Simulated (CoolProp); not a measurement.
Hydrogen chloride along the isobar 2.82 MPa: fugacity coefficient from the reference equation and from simpler models built on Tc = 51.5 °C, pc = 8.314 MPa, ω = 0.130; each cubic takes its own stable root.

The numbers come from the reference Helmholtz-energy equation of state, Thol 2018 in CoolProp.

```json
[
 {"T (°C)": "-87.15", "phase": "liquid", "reference": "0.03259", "van der Waals": "0.1955", "Redlich-Kwong": "0.03806", "Peng-Robinson": "0.03222"},
 {"T (°C)": "-39.35", "phase": "liquid", "reference": "0.2585", "van der Waals": "0.5961", "Redlich-Kwong": "0.3072", "Peng-Robinson": "0.2632"},
 {"T (°C)": "8.55", "phase": "gas", "reference": "0.8041", "van der Waals": "0.8590", "Redlich-Kwong": "0.8296", "Peng-Robinson": "0.8134"},
 {"T (°C)": "56.35", "phase": "gas", "reference": "0.8821", "van der Waals": "0.9035", "Redlich-Kwong": "0.8914", "Peng-Robinson": "0.8806"},
 {"T (°C)": "104.15", "phase": "gas", "reference": "0.9224", "van der Waals": "0.9311", "Redlich-Kwong": "0.9272", "Peng-Robinson": "0.9204"},
 {"T (°C)": "151.95", "phase": "gas", "reference": "0.9465", "van der Waals": "0.9494", "Redlich-Kwong": "0.9496", "Peng-Robinson": "0.9457"},
 {"T (°C)": "199.85", "phase": "gas", "reference": "0.9622", "van der Waals": "0.9621", "Redlich-Kwong": "0.9643", "Peng-Robinson": "0.9625"},
 {"T (°C)": "247.65", "phase": "gas", "reference": "0.9729", "van der Waals": "0.9712", "Redlich-Kwong": "0.9744", "Peng-Robinson": "0.9739"}
]
```
